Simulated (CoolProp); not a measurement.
A single-stage vapour-compression cycle with R13: evaporating at 217.15 K (dew point), condensing at 248.15 K (bubble point), superheat 5 K, subcooling 2 K, compressor efficiency 0.6, no pressure losses. Each further row changes one setting.

Computed with CoolProp (reference Helmholtz-energy equation of state, Platzer 1990). This equation is an older, rougher fit; its heat capacities, sound speeds and derivatives of the liquid may be far off and weren't checked against measurements.

| case | cooling COP | pressure ratio | discharge temperature (K) | refrigerating effect (kJ/kg) | volumetric capacity (kJ/m³) |
|---|---|---|---|---|---|
| as stated | 3.55 | 2.97 | 282.1 | 110 | 2250 |
| evaporating temperature 222.15 K | 4.43 | 2.44 | 276.6 | 112 | 2770 |
| condensing temperature 243.15 K | 4.37 | 2.54 | 273.3 | 115 | 2360 |
| subcooling 7 K | 3.71 | 2.97 | 282.1 | 115 | 2360 |
| superheat 15 K | 3.53 | 2.97 | 293.3 | 116 | 2240 |
| compressor efficiency 0.5 | 2.96 | 2.97 | 290.9 | 110 | 2250 |
